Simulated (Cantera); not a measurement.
A Cantera script and what it prints.

```python
import numpy as np
import cantera as ct

gas_names = [...]  # 110 gases of nasa_gas.yaml made of C, H, O
cond_names = """
    C(gr) C6H6(L) C7H8(L) C8H18(L),n-octa H2O(s) H2O(L)
""".split()


# ... load() reads the species with a 1 bar reference pressure and builds the phases ...
atoms = {
    'C2H6': {'C': 2, 'H': 6},
    'O2': {'O': 2},
    'H2': {'H': 2},
}
top_T = {'C(gr)': 4500}  # K; cautious upper limits of use, not melting points


# ... equilibrate(T, P, feed) seeds the gas with the atoms and calls Mixture.equilibrate('TP', solver="vcs", rtol=1e-11, max_steps=5000) ...
results = []
feed = {'C2H6': 1, 'O2': 0.18, 'H2': 27}  # mol
P = 100000  # Pa
for T in [1023, 1123, 1223, 1323, 1423, 1523, 1623, 1723, 1823, 1923, 2023, 2123, 2223, 2323]:
    mix = equilibrate(T, P, feed)
    results.append((T, P, feed, dict(zip(mix.species_names, mix.species_moles))))

top = {s: max(r[3][s] / sum(r[3][g] for g in gas_names) for r in results) for s in gas_names}
cols = sorted((s for s in top if top[s] > 1e-06), key=lambda s: -top[s])[:8]
seen = [c for c in cond_names if any(r[3].get(c, 0) > 1e-12 for r in results)]
print("log10 of partial pressures in bar; condensed amounts in mol")
print(f"{'T/K':>10s}" + "".join(f"{s[:9]:>10s}" for s in cols + seen))
for T, P, feed, n in results:
    ng = sum(n[g] for g in gas_names)
    print(f"{T:10.4g}" + "".join(f"{np.log10(max(n[s] / ng * P / 1e5, 1e-99)):10.3f}" for s in cols)
          + "".join(f"{n.get(c, 0):10.4g}" for c in seen))
```

Output:

```
log10 of partial pressures in bar; condensed amounts in mol
       T/K        H2       CH4        CO         H C2H2,acet       H2O       CH3       CO2     C(gr)
      1023    -0.033    -1.221    -2.007    -8.399    -8.772    -2.572    -8.344    -4.429         0
      1123    -0.017    -1.567    -1.941    -7.379    -7.675    -3.139    -7.662    -5.102    0.8614
      1223    -0.011    -1.897    -1.929    -6.527    -6.816    -3.637    -7.130    -5.719     1.267
      1323    -0.008    -2.184    -1.926    -5.804    -6.091    -4.069    -6.684    -6.256     1.445
      1423    -0.007    -2.433    -1.926    -5.181    -5.471    -4.443    -6.304    -6.717     1.529
      1523    -0.006    -2.650    -1.926    -4.639    -4.934    -4.768    -5.976    -7.116     1.572
      1623    -0.006    -2.841    -1.926    -4.163    -4.464    -5.052    -5.689    -7.464     1.594
      1723    -0.006    -3.009    -1.926    -3.742    -4.049    -5.303    -5.437    -7.769     1.605
      1823    -0.006    -3.158    -1.926    -3.366    -3.681    -5.526    -5.213    -8.038     1.606
      1923    -0.006    -3.292    -1.926    -3.029    -3.351    -5.724    -5.014    -8.278     1.597
      2023    -0.007    -3.412    -1.926    -2.725    -3.056    -5.903    -4.835    -8.492     1.574
      2123    -0.008    -3.520    -1.927    -2.449    -2.788    -6.065    -4.674    -8.685     1.531
      2223    -0.009    -3.620    -1.927    -2.198    -2.547    -6.213    -4.529    -8.860     1.458
      2323    -0.012    -3.713    -1.928    -1.969    -2.327    -6.349    -4.398    -9.019     1.344
```

These are equilibrium values from Cantera (NASA tables, ideal gas, pure condensed phases), not measurements of a reactor.
